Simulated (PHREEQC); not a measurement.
PHREEQC input (ion-association model, phreeqc.dat):

```
SOLUTION 0
  temp 25
  units mmol/kgw
  pH 7 charge
  Cl 6.81
  Sr 3.4
SOLUTION 1-30
  temp 25
  units mmol/kgw
  pH 7 charge
  Cl 5.81
  Mn(2) 2.9
END
EXCHANGE 1-30
  X 0.012
  -equilibrate 1
END
SELECTED_OUTPUT 1
  -reset false
  -pH true
  -pe true
  -ionic_strength true
  -water true
  -step true
  -totals Cl Mn Sr Mn(2) Mn(3)
  -molalities MnX2 SrX2
  -saturation_indices Pyrochroite
PRINT
  -reset false
TRANSPORT
  -cells 30
  -shifts 180
  -lengths 0.00666667
  -time_step 300
  -dispersivities 0.01
  -boundary_conditions flux flux
  -correct_disp true
  -punch_cells 30
  -punch_frequency 6
END
```

Selected output (columns that matter, 16 of 31 rows; pore volumes added in front):

```
pore volumes	pH	mu	Cl	Mn	Sr	m_MnX2	m_SrX2	si_Pyrochroite
0	5.0368	0.0086173	0.00581	0.0029	0	0.006	0	-7.8311
0.4167	5.0368	0.0086214	0.0058128	0.0029014	3.6315e-20	0.006	1.8734e-19	-7.831
0.8167	5.0376	0.0090747	0.0061211	0.0030555	9.3985e-12	0.006	4.607e-11	-7.8108
1.2167	5.0387	0.0097684	0.0065934	0.0032917	4.1315e-08	0.0059998	1.8819e-07	-7.7819
1.6167	5.039	0.010021	0.0067658	0.0033739	4.0329e-06	0.0059821	1.7876e-05	-7.7724
2.0167	5.0391	0.010078	0.0068026	0.0033135	8.2838e-05	0.005647	0.00035296	-7.7805
2.4167	5.0392	0.01011	0.0068089	0.002696	0.00070343	0.0036312	0.0023688	-7.8701
2.8167	5.0394	0.010161	0.0068098	0.0013267	0.0020733	0.0012226	0.0047774	-8.1781
3.2167	5.0396	0.010193	0.00681	0.00047809	0.0029219	0.00036851	0.0056315	-8.6213
3.6167	5.0396	0.010204	0.00681	0.00016195	0.003238	0.00011766	0.0058823	-9.0914
4.0167	5.0396	0.010208	0.00681	5.472e-05	0.0033453	3.8995e-05	0.005961	-9.5627
4.4167	5.0396	0.010209	0.00681	1.8598e-05	0.0033814	1.3168e-05	0.0059868	-10.031
4.8167	5.0396	0.01021	0.00681	6.3536e-06	0.0033936	4.4891e-06	0.0059955	-10.498
5.2167	5.0396	0.01021	0.00681	2.1783e-06	0.0033978	1.5379e-06	0.0059985	-10.963
5.6167	5.0396	0.01021	0.00681	7.4847e-07	0.0033993	5.283e-07	0.0059995	-11.427
6.0167	5.0396	0.01021	0.00681	2.5755e-07	0.0033997	1.8177e-07	0.0059998	-11.89
```
